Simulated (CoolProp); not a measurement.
A single-stage vapour-compression cycle with neopentane: evaporating at 283.15 K (dew point), condensing at 330.15 K (bubble point), superheat 10 K, subcooling 8 K, compressor efficiency 0.85, no pressure losses. Each further row changes one setting.

The numbers come from the reference Helmholtz-energy equation of state, Lemmon 2006 in CoolProp. It is a short technical equation, of lower accuracy than the large ones.

| case | cooling COP | pressure ratio | discharge temperature (K) | refrigerating effect (kJ/kg) | volumetric capacity (kJ/m³) |
|---|---|---|---|---|---|
| as stated | [?] | 4.14 | 330.8 | 241 | 765 |
| evaporating temperature 288.15 K | [?] | 3.47 | 331.4 | [?] | 931 |
| condensing temperature 325.15 K | 5.05 | [?] | 327.1 | 253 | 804 |
| subcooling 13 K | 4.59 | 4.14 | 330.8 | 253 | 804 |
| superheat 20 K | 4.49 | 4.14 | 340.5 | [?] | [?] |
| compressor efficiency 0.75 | [?] | 4.14 | 334.5 | 241 | 765 |

**Question.** Some entries are withheld; supply them.

**Answer.** 
- as stated, cooling COP: 4.37
- evaporating temperature 288.15 K, cooling COP: 5.11
- evaporating temperature 288.15 K, refrigerating effect (kJ/kg): 248
- condensing temperature 325.15 K, pressure ratio: 3.64
- superheat 20 K, refrigerating effect (kJ/kg): 258
- superheat 20 K, volumetric capacity (kJ/m³): 789
- compressor efficiency 0.75, cooling COP: 3.86
